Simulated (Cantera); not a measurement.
What does this Cantera script print?

```python
import numpy as np
import cantera as ct

gas = ct.Solution("gri30.yaml")
gas.TPX = 1900, 2666, {'CH4': 1, 'H2': 45}
inlet = ct.Reservoir(gas, clone=True)

reactor = ct.IdealGasConstPressureReactor(gas, energy="off", clone=False)
exhaust = ct.Reservoir(gas, clone=True)
tau = [25, 8.1, 2.6, 0.86, 0.28, 0.092, 0.03, 0.0098, 0.0032, 0.001][0]
for a, b in ((inlet, reactor), (reactor, exhaust)):
    ct.MassFlowController(a, b, mdot=lambda t: reactor.mass / tau)
net = ct.ReactorNet([reactor])
show = ['CH4', 'H2', 'CH3', 'C2H4', 'CH2', 'C2H6']

rows = []
print(f"{'tau/s':>10s}{'T/K':>9s}" + "".join(f"{s:>11s}" for s in show))
for tau in [25, 8.1, 2.6, 0.86, 0.28, 0.092, 0.03, 0.0098, 0.0032, 0.001]:
    net.initial_time = 0.0
    net.advance(30 * tau)
    before = gas.X
    net.advance(40 * tau)
    drift = np.max(np.abs(gas.X - before) / (gas.X + 1e-9))
    rows.append([gas.T, *gas[show].X, drift])
    print(f"{tau:10.3e}{gas.T:9.1f}" + "".join(f"{x:11.3e}" for x in gas[show].X))
```

It prints:

```
     tau/s      T/K        CH4         H2        CH3       C2H4        CH2       C2H6
 2.500e+01   1900.0  6.171e-04  9.843e-01  5.939e-05  3.385e-06  3.437e-07  3.238e-09
 8.100e+00   1900.0  1.095e-03  9.841e-01  1.029e-04  3.555e-06  5.764e-07  9.890e-09
 2.600e+00   1900.0  1.977e-03  9.838e-01  1.781e-04  4.157e-06  9.434e-07  3.071e-08
 8.600e-01   1900.0  3.531e-03  9.833e-01  2.985e-04  6.002e-06  1.452e-06  9.101e-08
 2.800e-01   1900.0  6.265e-03  9.821e-01  4.831e-04  1.125e-05  2.076e-06  2.573e-07
 9.200e-02   1900.0  1.048e-02  9.803e-01  7.124e-04  2.295e-05  2.601e-06  6.179e-07
 3.000e-02   1900.0  1.569e-02  9.782e-01  8.748e-04  3.872e-05  2.559e-06  1.076e-06
 9.800e-03   1900.0  1.982e-02  9.771e-01  7.230e-04  3.671e-05  1.420e-06  9.512e-07
 3.200e-03   1900.0  2.132e-02  9.776e-01  3.237e-04  1.122e-05  2.815e-07  2.664e-07
 1.000e-03   1900.0  2.163e-02  9.780e-01  1.061e-04  9.248e-07  3.060e-08  3.300e-08
```

Computed with Cantera and GRI-Mech 3.0 (53 species, 325 reactions). GRI-Mech 3.0 stops at C3 and has no aromatics, soot or wall deposition, so with more carbon than oxygen in the feed, carbon stays in small species such as C2H2 where larger ones or solid carbon would form. Radical loss at walls, strong at low pressure, is not modelled.
